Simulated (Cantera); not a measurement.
Feed: 1 mol SiH₄, 0.21 mol O₃, 160 mol N₂, equilibrated at 1330 Pa.

Method: chemical equilibrium by Gibbs-energy minimisation in Cantera with the NASA 1993 tables (ideal gas, pure condensed phases). Candidate condensed phases: H₂O, Si, SiO₂, Si₂N₂O, Si₃N₄; 35 gas species. N₂ is the only nitrogen source here; it is nearly inert below about 1500 K, so the nitride shown seldom forms there in practice. Mutual solubility and eutectic melting of coexisting phases are not modelled. The tables hold silica as quartz up to 1696 K and as liquid above; real silica turns to tridymite and cristobalite and melts near 1996 K. The numbers say what is thermodynamically allowed, not how fast it happens.

### Question
Which condensed phases are stable at each of these points (T (°C)): 402, 502, 602, 702, 802, 902, 1002, 1102, 1202, 1302, 1402, 1502, 1602, 1702?

### Answer
```
T (°C)            condensed phases  Si condensed (%)
------  --------------------------  ----------------
402     SiO₂(α-quartz) + Si₂N₂O(s)             100.0
502     SiO₂(α-quartz) + Si₂N₂O(s)             100.0
602     SiO₂(β-quartz) + Si₂N₂O(s)             100.0
702     SiO₂(β-quartz) + Si₂N₂O(s)             100.0
802     SiO₂(β-quartz) + Si₂N₂O(s)             100.0
902     SiO₂(β-quartz) + Si₂N₂O(s)             100.0
1002    SiO₂(β-quartz) + Si₂N₂O(s)             100.0
1102    SiO₂(β-quartz) + Si₂N₂O(s)              99.7
1202    SiO₂(β-quartz) + Si₂N₂O(s)              94.2
1302                     Si₂N₂O(s)              74.0
1402                     Si₂N₂O(s)              73.8
1502                      Si₃N₄(s)              35.2
1602                         Si(l)              23.8
1702                      gas only               0.0
```

From 402 °C to 502 °C the condensed part is SiO₂(α-quartz) + Si₂N₂O(s). From 602 °C to 1202 °C the condensed part is SiO₂(β-quartz) + Si₂N₂O(s). From 1302 °C to 1402 °C the condensed part is Si₂N₂O(s). At 1502 °C the condensed part is Si₃N₄(s). At 1602 °C the condensed part is Si(l). At 1702 °C nothing is condensed.
